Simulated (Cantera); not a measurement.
A Cantera script and what it prints.

```python
import numpy as np
import cantera as ct

gas_names = """
    O2 H2O
""".split()
cond_names = """
    Li(L) LiH(L) LiOH(L) Li2O(s)
""".split()


# ... load() reads the species with a 1 bar reference pressure and builds the phases ...
species = {s.name: s for s in load("nasa_gas.yaml", gas_names) + load("nasa_condensed.yaml", cond_names)}
T = 1275
g = {n: (s.thermo.h(T) - T * s.thermo.s(T)) / (ct.gas_constant * T * np.log(10)) for n, s in species.items()}
valid = cond_names  # the entries whose range holds T


def stable(la, lb):
    # potentials (over RT ln 10) of the two non-metals from log10 p(O2) and log10 p(H2O) in bar
    mu = {}
    mu["O"] = (g["O2"] + la) / 2
    mu["H"] = (g["H2O"] + lb - 1 * mu["O"]) / 2
    cost = {}
    for n in valid:
        c = species[n].composition
        cost[n] = (g[n] - sum(c.get(e, 0) * m for e, m in mu.items())) / c["Li"]
    return min(cost, key=cost.get)


results = []
for lb in [0, -2.1, -4.2, -6.3, -8.4, -10.6, -12.7, -14.8, -16.9, -19]:
    row = [stable(la, lb) for la in [-11, -10.5, -10, -9.5, -9, -8.5, -8, -7.5, -7, -6.5, -6, -5.5, -5, -4.5, -4, -3.5, -3, -2.5, -2, -1.5, -1, -0.5, 0]]
    results.append(row)
    print(f"{lb:6.1f}  " + " ".join(f"{valid.index(n):x}" for n in row))
print("key: " + ", ".join(f"{i:x} {n}" for i, n in enumerate(valid)))
```

Output:

```
   0.0  2 2 2 2 2 2 2 2 2 2 2 2 2 2 2 2 2 2 2 2 2 2 2
  -2.1  3 3 3 3 3 3 3 3 3 3 3 3 3 3 3 3 3 3 3 3 3 3 3
  -4.2  3 3 3 3 3 3 3 3 3 3 3 3 3 3 3 3 3 3 3 3 3 3 3
  -6.3  3 3 3 3 3 3 3 3 3 3 3 3 3 3 3 3 3 3 3 3 3 3 3
  -8.4  3 3 3 3 3 3 3 3 3 3 3 3 3 3 3 3 3 3 3 3 3 3 3
 -10.6  3 3 3 3 3 3 3 3 3 3 3 3 3 3 3 3 3 3 3 3 3 3 3
 -12.7  3 3 3 3 3 3 3 3 3 3 3 3 3 3 3 3 3 3 3 3 3 3 3
 -14.8  3 3 3 3 3 3 3 3 3 3 3 3 3 3 3 3 3 3 3 3 3 3 3
 -16.9  3 3 3 3 3 3 3 3 3 3 3 3 3 3 3 3 3 3 3 3 3 3 3
 -19.0  3 3 3 3 3 3 3 3 3 3 3 3 3 3 3 3 3 3 3 3 3 3 3
key: 0 Li(L), 1 LiH(L), 2 LiOH(L), 3 Li2O(s)
```

Source: NASA polynomial tables (part measured, part estimated), evaluated in Cantera. Not in the tables: the peroxide.
